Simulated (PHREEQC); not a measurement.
Solution (75 °C): 0.16 mol/kgw HF, 0.0028 mol/kgw (NH4)2SiF6 and 4.2e-05 mol/kgw HCl. Closed to the air; pH follows from the charge balance.

All values are PHREEQC results (ion-association model, wateq4f.dat), not measurements.

Task: The ionic strength comes out as 0.0168 mol/kgw. What activity coefficients do H+, F-, SiF6-2, HF2-, Cl- get?

Result: H+ 0.89, F- 0.86, SiF6-2 0.58, HF2- 0.86, Cl- 0.86.

Precipitation was switched off in this run. wateq4f.dat counts part of the HF as a dimer, H2F2, which phreeqc.dat doesn't know; its constant is uncertain. Away from 25 °C the constants follow the database's enthalpies or fits; those with neither stay at their 25 °C values. SiF6-2 is the database's only silicon fluoride.
